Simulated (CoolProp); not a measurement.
A single-stage vapour-compression cycle with isobutane: evaporating at 223.15 K (dew point), condensing at 269.15 K (bubble point), superheat 5 K, subcooling 8 K, compressor efficiency 0.6, no pressure losses. Each further row changes one setting.

The numbers come from the reference Helmholtz-energy equation of state, Bücker 2006 in CoolProp.

```json
[
 {"case": "as stated", "cooling COP": "2.60", "pressure ratio": "8.09", "discharge temperature (K)": "311.1", "refrigerating effect (kJ/kg)": "322", "volumetric capacity (kJ/m³)": "168"},
 {"case": "evaporating temperature 228.15 K", "cooling COP": "…", "pressure ratio": "6.15", "discharge temperature (K)": "…", "refrigerating effect (kJ/kg)": "…", "volumetric capacity (kJ/m³)": "221"},
 {"case": "condensing temperature 264.15 K", "cooling COP": "2.98", "pressure ratio": "…", "discharge temperature (K)": "303.8", "refrigerating effect (kJ/kg)": "333", "volumetric capacity (kJ/m³)": "173"},
 {"case": "subcooling 13 K", "cooling COP": "2.69", "pressure ratio": "8.09", "discharge temperature (K)": "311.1", "refrigerating effect (kJ/kg)": "333", "volumetric capacity (kJ/m³)": "173"},
 {"case": "superheat 15 K", "cooling COP": "2.60", "pressure ratio": "8.09", "discharge temperature (K)": "321.9", "refrigerating effect (kJ/kg)": "…", "volumetric capacity (kJ/m³)": "…"},
 {"case": "compressor efficiency 0.5", "cooling COP": "2.17", "pressure ratio": "8.09", "discharge temperature (K)": "325.0", "refrigerating effect (kJ/kg)": "322", "volumetric capacity (kJ/m³)": "168"}
]
```

Q: Fill in the missing entries.

A: 
- evaporating temperature 228.15 K, cooling COP: 3.04
- evaporating temperature 228.15 K, discharge temperature (K): 305.8
- evaporating temperature 228.15 K, refrigerating effect (kJ/kg): 329
- condensing temperature 264.15 K, pressure ratio: 6.71
- superheat 15 K, refrigerating effect (kJ/kg): 336
- superheat 15 K, volumetric capacity (kJ/m³): 167
